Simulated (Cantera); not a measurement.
A closed system holds: 1 mol Si3N4, 0.35 mol Si, 0.17 mol H2, 0.06 mol C, held at 1998.15 K and 0.0140 bar.

Equilibrium computed with Cantera from the NASA thermochemical tables; the gas is ideal and each condensed phase is pure. Candidate condensed phases: C, C6H6, C7H8, C8H18, Si, SiC, Si3N4; 105 gas species. Mutual solubility and eutectic melting of coexisting phases are not modelled. The tables' values for SiN are old estimates; treat these amounts as uncertain. Kinetics and transport are ignored.

Base state: N2 0.917, H2 0.0759, H 0.00374, Si 0.00304, HCN 0.000210, Si2N 0.000119, SiN 9.01e-5, Si2C 8.28e-5 (mole fractions); condensed: Si(l) + SiC(s).

What changes in the equilibrium state with this change: pressure from 0.0140 bar to 0.000130 bar?


| species | before | after |
|---|---|---|
| N2 | 0.917 | 0.593 |
| Si | 0.00304 | 0.328 |
| H2 | 0.0759 | 0.0367 |
| H | 0.00374 | 0.0270 |
| SiC2 | 3.70e-7 | 3.99e-5 |
| Si3 | 6.74e-6 | 0.000726 |
| Si2 | 3.14e-5 | 0.00338 |
| Si(l), mol | 3.28 | 2.12 |
| SiC(s), mol | 0.0593 | 0.0293 |
